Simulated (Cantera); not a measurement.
What does this Cantera script print?

```python
import numpy as np
import cantera as ct

gas_names = """
    H HI HO2 H2 H2O H2O2 I I2 O OH O2 O3
""".split()
cond_names = """
    H2O(s) H2O(L) I2(cr) I2(L)
""".split()


def load(file, names, dense=False):
    # The tables refer to 1 bar. Condensed volumes are neglected.
    table = {s.name: s for s in ct.Species.list_from_file(file)}
    out = []
    for n in names:
        d = dict(table[n].input_data)
        d["thermo"] = dict(d["thermo"], **{"reference-pressure": 1e5})
        if dense:
            d["equation-of-state"] = {"model": "constant-volume", "density": "1e6 g/cm^3"}
        out.append(ct.Species.from_dict(d))
    return out


gas = ct.Solution(thermo="ideal-gas", species=load("nasa_gas.yaml", gas_names))
cond = {s.name: ct.Solution(thermo="fixed-stoichiometry", species=[s], name=s.name)
        for s in load("nasa_condensed.yaml", cond_names, dense=True)}
atoms = {
    'HI': {'H': 1, 'I': 1},
    'H2': {'H': 2},
    'O2': {'O': 2},
    'H2O': {'H': 2, 'O': 1},
}
top_T = {}  # K; cautious upper limits of use, not melting points


def equilibrate(T, P, feed):
    n = {}
    for name, mol in feed.items():
        for a, k in atoms[name].items():
            n[a] = n.get(a, 0.0) + k * mol
    gas.TPX = T, P, n
    mass = sum(n.values()) * gas.mean_molecular_weight
    gas.equilibrate("TP")
    valid = [c for c in cond.values() if c.min_temp <= T <= top_T.get(c.name, c.max_temp)]
    mix = ct.Mixture([(gas, mass / gas.mean_molecular_weight)] + [(c, 0.0) for c in valid])
    mix.T, mix.P = T, P
    mix.equilibrate("TP", solver="vcs", rtol=1e-11, max_steps=5000)
    return mix


results = []
feed = {'HI': 1, 'H2': 0.22, 'O2': 6.3, 'H2O': 0.13}  # mol
P = 21  # Pa
for T in [2573, 2648, 2723, 2798, 2873, 2948, 3023]:
    mix = equilibrate(T, P, feed)
    results.append((T, P, feed, dict(zip(mix.species_names, mix.species_moles))))
    x = sorted(zip(gas.X, gas.species_names), reverse=True)
    print(f"T = {T:g} K  P = {P:g} Pa  gas = {mix.phase_moles(0):.4g} mol")
    print("   x: " + "  ".join(f"{s} {v:.3e}" for v, s in x if v > 1e-05))
    print("   condensed (mol): " + ("  ".join(f"{mix.phase(i).name} {mix.phase_moles(i):.4g}"
          for i in range(1, mix.n_phases) if mix.phase_moles(i) > 1e-12) or "none"))
```

Result:

```
T = 2573 K  P = 21 Pa  gas = 12.78 mol
   x: O 6.084e-01  O2 1.840e-01  H 1.078e-01  I 7.822e-02  OH 1.796e-02  H2 2.069e-03  H2O 1.533e-03
   condensed (mol): none
T = 2648 K  P = 21 Pa  gas = 13.63 mol
   x: O 6.852e-01  O2 1.184e-01  H 1.100e-01  I 7.335e-02  OH 1.139e-02  H2 1.174e-03  H2O 5.002e-04
   condensed (mol): none
T = 2723 K  P = 21 Pa  gas = 14.28 mol
   x: O 7.392e-01  H 1.104e-01  O2 7.255e-02  I 7.003e-02  OH 7.029e-03  H2 6.668e-04  H2O 1.622e-04
   condensed (mol): none
T = 2798 K  P = 21 Pa  gas = 14.72 mol
   x: O 7.737e-01  H 1.103e-01  I 6.792e-02  O2 4.331e-02  OH 4.318e-03  H2 3.869e-04  H2O 5.398e-05
   condensed (mol): none
T = 2873 K  P = 21 Pa  gas = 15 mol
   x: O 7.946e-01  H 1.102e-01  I 6.666e-02  O2 2.568e-02  OH 2.673e-03  H2 2.307e-04  H2O 1.868e-05
   condensed (mol): none
T = 2948 K  P = 21 Pa  gas = 15.17 mol
   x: O 8.068e-01  H 1.101e-01  I 6.592e-02  O2 1.533e-02  OH 1.679e-03  H2 1.413e-04
   condensed (mol): none
T = 3023 K  P = 21 Pa  gas = 15.27 mol
   x: O 8.140e-01  H 1.101e-01  I 6.549e-02  O2 9.281e-03  OH 1.073e-03  H2 8.869e-05
   condensed (mol): none
```

These are equilibrium values from Cantera (NASA tables, ideal gas, pure condensed phases), not measurements of a reactor.
